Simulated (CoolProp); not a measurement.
Vapour pressure (kPa) of n-octane: the reference equation beside estimates from Tc = 295.6 °C, pc = 2484 kPa, ω = 0.398. Clausius-Clapeyron is anchored at 7.95 °C with a constant enthalpy of vaporisation of 42.66 kJ/mol.

The numbers come from the reference Helmholtz-energy equation of state, Beckmüller 2019 in CoolProp.

```csv
T (°C),reference,Lee-Kesler,Clausius-Clapeyron,van der Waals,Redlich-Kwong
-0.35,0.3814,0.3612,0.3830,51.81,3.094
3.85,0.5088,0.4821,0.5094,57.65,3.868
7.95,0.6674,0.6329,0.6674,63.79,4.771
12.15,0.8727,0.8284,0.8731,70.56,5.868
16.35,1.130,1.074,1.133,77.82,7.162
20.45,1.443,1.373,1.452,85.42,8.640
24.65,1.837,1.751,1.857,93.73,10.40
28.75,2.307,2.203,2.347,102.4,12.38
32.95,2.891,2.767,2.963,111.8,14.72
37.15,3.596,3.449,3.718,121.8,17.39
41.25,4.419,4.247,4.612,132.2,20.36
45.45,5.422,5.223,5.719,143.5,23.80
49.55,6.579,6.351,7.017,155.1,27.58
53.75,7.972,7.713,8.608,167.6,31.92
57.95,9.601,9.311,10.50,180.9,36.78
```

Absolute difference from the reference over all 15 rows, mean and median: Lee-Kesler 4.4 and 4.5 %, Clausius-Clapeyron 2.9 and 1.7 %, van der Waals 5509.5 and 4338.7 %, Redlich-Kwong 459.3 and 436.6 %.
